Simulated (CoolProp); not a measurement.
Vapour pressure (bar) of R22: the reference equation beside estimates from Tc = 369.3 K, pc = 49.90 bar, ω = 0.221. Clausius-Clapeyron is anchored at 207.3 K with a constant enthalpy of vaporisation of 21.51 kJ/mol.

Values from CoolProp's reference Helmholtz-energy equation of state, Kamei 1995.

```
T (K)  reference  Lee-Kesler  Clausius-Clapeyron  van der Waals  Soave-Redlich-Kwong  Peng-Robinson
-----  ---------  ----------  ------------------  -------------  -------------------  -------------
196.6     0.1323      0.1275              0.1346          2.096               0.1298         0.1368
202       0.1901      0.1838              0.1913          2.487               0.1867         0.1951
207.3     0.2654      0.2576              0.2654          2.919               0.2610         0.2709
212.7     0.3655      0.3562              0.3643          3.409               0.3601         0.3713
218.1     0.4942      0.4835              0.4923          3.954               0.4877         0.4999
223.5     0.6570      0.6453              0.6556          4.556               0.6496         0.6623
228.8     0.8558      0.8436              0.8572          5.204               0.8476         0.8602
234.2      1.105       1.093               1.112          5.925                1.096          1.108
239.6      1.407       1.396               1.427          6.711                1.398          1.408
245        1.771       1.762               1.810          7.564                1.763          1.769
250.4      2.204       2.197               2.273          8.485                2.197          2.198
```

Absolute difference from the reference over all 11 rows, mean and median: Lee-Kesler 1.9 and 1.8 %, Clausius-Clapeyron 1.0 and 0.6 %, van der Waals 704.7 and 593.5 %, Soave-Redlich-Kwong 1.1 and 1.1 %, Peng-Robinson 1.2 and 0.8 %.
